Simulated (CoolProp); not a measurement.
Saturation properties of n-octane.

Values from CoolProp's reference Helmholtz-energy equation of state, Beckmüller 2019.

| T (°C) | p (kPa) | liquid density (kg/m³) | vapour density (kg/m³) | enthalpy of vaporisation (kJ/kg) | liquid conductivity (mW/(m K)) |
|---|---|---|---|---|---|
| 21.35 | 1.520 | 701.4 | 0.07111 | 365.6 | 126 |
| 31.75 | 2.712 | 693.0 | 0.1227 | 359.5 | 122 |
| 42.05 | 4.597 | 684.6 | 0.2016 | 353.5 | 119 |
| 52.45 | 7.517 | 676.0 | 0.3199 | 347.4 | 116 |
| 62.85 | 11.84 | 667.2 | 0.4902 | 341.2 | 113 |
| 73.25 | 18.05 | 658.4 | 0.7279 | 335.0 | 110 |
| 83.55 | 26.61 | 649.5 | 1.048 | 328.7 | 108 |
| 93.95 | 38.33 | 640.3 | 1.476 | 322.3 | 105 |
| 104.35 | 53.89 | 631.0 | 2.035 | 315.6 | 102 |
| 114.65 | 73.90 | 621.5 | 2.742 | 308.9 | 99.3 |
| 125.05 | 99.67 | 611.8 | 3.641 | 301.9 | 96.7 |
| 135.45 | 132.0 | 601.7 | 4.761 | 294.6 | 94.1 |

It boils at 125.6 °C under 1 atm.

Thermal conductivity comes from a separate model (Huber 2005).
